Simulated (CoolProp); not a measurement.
The fluid at 311.13 K and 0.893 MPa expands adiabatically to 0.188 MPa with isentropic efficiency 0.9. The same conditions are run with several fluids, on thermodynamics alone (safety and materials aside).

Model: reference Helmholtz-energy equation of state of each fluid (hydrogen chloride: Thol 2018; hydrogen sulfide: Lemmon 2006; carbonyl sulfide: Lemmon 2006; ethane: Bücker 2006; methane: Setzmann 1991), in CoolProp.

```csv
fluid,work (kJ/kg),final temperature (K),final phase,final density (kg/m³)
hydrogen chloride,…,209.7,gas,…
hydrogen sulfide,83.9,…,"two-phase, vapour fraction 0.985",…
carbonyl sulfide,…,…,…,6.11
ethane,101,243.7,gas,2.87
methane,186,…,gas,1.64
```

Problem. Some entries are withheld; supply them.

Solution. 
- hydrogen chloride, work (kJ/kg): 76.8
- hydrogen chloride, final density (kg/m³): 4.08
- hydrogen sulfide, final temperature (K): 225.9
- hydrogen sulfide, final density (kg/m³): 3.59
- carbonyl sulfide, work (kJ/kg): 47.9
- carbonyl sulfide, final temperature (K): 237.3
- carbonyl sulfide, final phase: two-phase, vapour fraction 0.979
- methane, final temperature (K): 222.8
